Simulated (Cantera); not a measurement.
An isothermal, constant-pressure homogeneous reactor starts with 16.3 % CH4, 83.7 % H2, at 1725 K and 1600 Pa.

Cantera simulation using GRI-Mech 3.0 (53 species, 325 reactions); the numbers are that mechanism's predictions, not measurements. GRI-Mech 3.0 stops at C3 and has no aromatics, soot or wall deposition, so with more carbon than oxygen in the feed, carbon stays in small species such as C2H2 where larger ones or solid carbon would form. Radical loss at walls, strong at low pressure, is not modelled.

x: mole fraction; the columns are a selection and need not sum to one.

```csv
t (s),x CH4,x H2,x C2H2,x CH2,x CH3
1.00e-5,0.163,0.837,<1e-12,<1e-12,1.04e-6
2.46e-5,0.163,0.837,<1e-12,<1e-12,2.88e-6
6.06e-5,0.163,0.837,<1e-12,1.00e-11,7.68e-6
0.000149,0.163,0.837,<1e-12,8.84e-11,1.96e-5
0.000367,0.163,0.837,4.76e-11,6.58e-10,4.88e-5
0.000904,0.163,0.837,2.17e-9,4.31e-9,0.000121
0.00223,0.163,0.837,1.03e-7,2.62e-8,0.000297
0.00548,0.162,0.837,5.46e-6,1.49e-7,0.000728
0.0135,0.159,0.838,0.000283,7.19e-7,0.00171
0.0332,___,0.846,___,___,___
0.0817,0.108,0.866,0.0217,1.48e-6,0.00211
0.201,0.0645,0.891,0.0413,1.14e-6,0.00137
0.495,___,0.912,___,___,___
1.22,0.0110,0.922,0.0651,4.05e-7,0.000306
3.00,0.00385,0.926,0.0683,1.75e-7,0.000116
```

### Question
Some entries are withheld; supply them.

### Answer

- 0.0332, x CH4: 0.143
- 0.0332, x C2H2: 0.00562
- 0.0332, x CH2: 1.60e-6
- 0.0332, x CH3: 0.00257
- 0.495, x CH4: 0.0297
- 0.495, x C2H2: 0.0568
- 0.495, x CH2: 7.57e-7
- 0.495, x CH3: 0.000718
